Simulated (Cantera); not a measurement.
Premixed flame

A freely propagating, adiabatic, planar premixed flame of H₂ : O₂ : N₂ = 1 : 0.581 : 2.19 (molar parts), equivalence ratio 0.86, unburnt at 325 K and 0.132 atm; mixture-averaged transport, grid criteria slope 0.08 and curve 0.16, no radiation.

Cantera simulation using the H2/O2 subset of GRI-Mech 3.0, which has no nitrogen chemistry; the numbers are that mechanism's predictions, not measurements. Burning velocities carry a grid error of a few per cent, more on coarse grids.

```
z (mm)  T (K)  u (m/s)    x H₂    x O₂      x O   x H₂O₂    x H₂O      x OH
------  -----  -------  ------  ------  -------  -------  -------  --------
-15.4     325     1.96   0.265   0.154    <1e-8    <1e-8    <1e-8     <1e-8
-10.3     325     1.96   0.265   0.154    <1e-8    <1e-8    <1e-8     <1e-8
-7.72     325     1.96   0.265   0.154    <1e-8    <1e-8    <1e-8     <1e-8
-5.14     325     1.96   0.265   0.154    <1e-8    <1e-8    <1e-8     <1e-8
-2.57     328     1.97   0.263   0.154  2.16e-7  1.07e-6  3.46e-5   1.35e-6
-1.29     536     3.15   0.232   0.152  7.98e-5  3.65e-5   0.0145  0.000746
0         996     5.65   0.129   0.116  0.00411  7.78e-7   0.0979   0.00174
1.29     1294     7.26  0.0433  0.0586   0.0119  1.06e-6    0.199   0.00607
2.57     1427     7.96  0.0316  0.0463   0.0131  8.55e-7    0.220   0.00850
5.14     1568     8.68  0.0309  0.0422   0.0123  5.10e-7    0.229    0.0109
10.3     1717     9.40  0.0293  0.0386   0.0105  2.59e-7    0.239    0.0130
20.6     1860     10.1  0.0257  0.0350  0.00814  1.36e-7    0.251    0.0142
41.2     1991     10.7  0.0205  0.0317  0.00568  8.00e-8    0.264    0.0142
```
x: mole fraction of selected species; z is measured from the peak of heat release.

```
Item                         Value
------------------------  --------
laminar burning velocity  196 cm/s
thermal thickness          5.14 mm
peak x(O)                   0.0131
peak x(H₂O₂)               4.11e-5
peak x(OH)                  0.0144
grid points                    131
```
